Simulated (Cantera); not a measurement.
Charge: 1 mol CCl4, 0.015 mol CH4, 2.4 mol H2, 0.08 mol HCl, held at 725 K and 7.50 Torr.

Equilibrium computed with Cantera from the NASA thermochemical tables; the gas is ideal and each condensed phase is pure. Candidate condensed phases: C, C6H6, C7H8, C8H18; 91 gas species. Kinetics and transport are ignored.

Base state: HCl 0.905, H2 0.0945, CH4 0.000458 (mole fractions); condensed: C(graphite).

**Question.** What changes in the equilibrium state with this change: temperature from 725 K to 2748 K?

**Answer.** 
```
species           before     after
----------------  ------  --------
Cl                 <1e-9     0.361
HCl                0.905     0.270
H                  <1e-9     0.239
H2                0.0945     0.124
C2H2 (acetylene)   <1e-9   0.00346
C3                 <1e-9   0.00164
C2H                <1e-9  0.000771
C                  <1e-9  0.000369
C(graphite), mol    1.01     0.921
```
